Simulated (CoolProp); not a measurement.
The numbers come from the reference Helmholtz-energy equation of state, Lemmon 2006 in CoolProp. It is a short technical equation, of lower accuracy than the large ones.

Task: For CH3F (R41), give the phase and the cv (kJ/(kg K)), speed of sound (m/s), Joule-Thomson coefficient (K/MPa) at 78.05 °C and 14.3 bar; -95.85 °C and 0.3 bar.

Result: 
- 78.05 °C and 14.3 bar: gas; cv 0.999, speed of sound 315, Joule-Thomson coefficient 11.1
- -95.85 °C and 0.3 bar: gas; cv 0.822, speed of sound 237, Joule-Thomson coefficient 125
